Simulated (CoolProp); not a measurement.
Vapour-liquid equilibrium of ethylene (1) + propane (2) at 0.258 bar; x and y are mole fractions of (1).

Computed with CoolProp (multi-fluid Helmholtz-energy mixture model, Smukala 2000 and Lemmon 2009; pair parameters Bell 2016).

```tsv
x	bubble temperature, mixture model (K)	bubble temperature, Raoult's law (K)	y, mixture model	y, Raoult's law
0.05	189.2	190.7	0.629	0.592
0.125	176.6	179.1	0.867	0.840
0.2	169.5	172.1	0.933	0.918
0.275	164.8	167.3	0.960	0.952
0.35	161.5	163.7	0.974	0.969
0.425	159.0	160.8	0.982	0.979
0.5	157.0	158.5	0.987	0.986
0.575	155.4	156.6	0.990	0.990
0.65	154.1	154.9	0.993	0.993
0.725	152.9	153.4	0.995	0.996
0.8	151.8	152.1	0.996	0.997
0.875	150.8	150.9	0.998	0.998
0.95	149.9	149.9	0.999	0.999
```

The largest gap from Raoult's law is -2.6 K in bubble temperature, at x = 0.2. No azeotrope shows between x = 0.05 and 0.95.

The pair parameters rest on a limited set of measurements; away from them the model extrapolates.
